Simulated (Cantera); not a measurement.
What does this Cantera script print?

```python
import numpy as np
import cantera as ct

gas_names = """
    C CN CO CO2 C2 CCN CNC C2N2 C2O C3 C3O2 C4 C4N2 C5 N NCO NO NO2 NO3 N2 N2O O O2 O3 Si SiC SiC2 SiN
    SiO SiO2 Si2 Si2C Si2N Si3
""".split()
cond_names = """
    C(gr) Si(cr) Si(L) SiC(b) SiO2(Lqz) SiO2(hqz) SiO2(L) Si2N2O(s) Si3N4(a)
""".split()


# ... load() reads the species with a 1 bar reference pressure and builds the phases ...
atoms = {
    'SiC': {'Si': 1, 'C': 1},
    'O2': {'O': 2},
    'N2': {'N': 2},
    'N2O': {'N': 2, 'O': 1},
}
top_T = {'C(gr)': 4500, 'SiC(b)': 3050, 'Si2N2O(s)': 2100, 'Si3N4(a)': 2400}  # K; cautious upper limits of use, not melting points


# ... equilibrate(T, P, feed) seeds the gas with the atoms and calls Mixture.equilibrate('TP', solver="vcs", rtol=1e-11, max_steps=5000) ...
results = []
T = 1325  # K
P = 10000  # Pa
for m in [0.22, 0.27, 0.33, 0.41, 0.5, 0.62, 0.77, 0.95, 1.2, 1.4, 1.8, 2.2, 2.7]:
    feed = {'SiC': 1, 'O2': m, 'N2': 170, 'N2O': 0.016}  # mol
    mix = equilibrate(T, P, feed)
    results.append((T, P, feed, dict(zip(mix.species_names, mix.species_moles))))

top = {s: max(r[3][s] / sum(r[3][g] for g in gas_names) for r in results) for s in gas_names}
cols = sorted((s for s in top if top[s] > 0.001), key=lambda s: -top[s])[:6]
seen = [c for c in cond_names if any(r[3].get(c, 0) > 1e-12 for r in results)]
print("log10 of partial pressures in bar; condensed amounts in mol")
print(f"{'n(O2)':>10s}" + "".join(f"{s[:9]:>10s}" for s in cols + seen))
for T, P, feed, n in results:
    ng = sum(n[g] for g in gas_names)
    print(f"{feed['O2']:10.4g}" + "".join(f"{np.log10(max(n[s] / ng * P / 1e5, 1e-99)):10.3f}" for s in cols)
          + "".join(f"{n.get(c, 0):10.4g}" for c in seen))
```

It prints:

```
log10 of partial pressures in bar; condensed amounts in mol
     n(O2)        N2        CO       CO2        O2     C(gr) SiO2(hqz) Si2N2O(s)  Si3N4(a)
      0.22    -1.000    -5.891   -14.194   -29.812    0.9978         0    0.4538   0.03079
      0.27    -1.000    -4.481   -11.376   -26.993     0.944         0       0.5         0
      0.33    -1.000    -3.984   -10.382   -25.999     0.824         0       0.5         0
      0.41    -1.001    -3.704    -9.821   -25.438     0.664         0       0.5         0
       0.5    -1.001    -3.518    -9.449   -25.066     0.484         0       0.5         0
      0.62    -1.002    -3.353    -9.118   -24.736     0.244         0       0.5         0
      0.77    -1.003    -3.232    -7.134   -21.008         0   0.03724    0.4814         0
      0.95    -1.003    -3.232    -7.134   -21.008         0    0.2772    0.3614         0
       1.2    -1.003    -3.233    -7.134   -21.008         0    0.6106    0.1947         0
       1.4    -1.003    -3.233    -7.135   -21.008         0    0.8772   0.06136         0
       1.8    -1.003    -3.649    -3.443   -12.794         0         1         0         0
       2.2    -1.003    -7.874    -3.234    -3.923         0         1         0         0
       2.7    -1.004    -8.143    -3.235    -3.389         0         1         0         0
```

Equilibrium computed with Cantera from the NASA thermochemical tables; the gas is ideal and each condensed phase is pure. Mutual solubility and eutectic melting of coexisting phases are not modelled. The tables hold silica as quartz up to 1696 K and as liquid above; real silica turns to tridymite and cristobalite and melts near 1996 K.
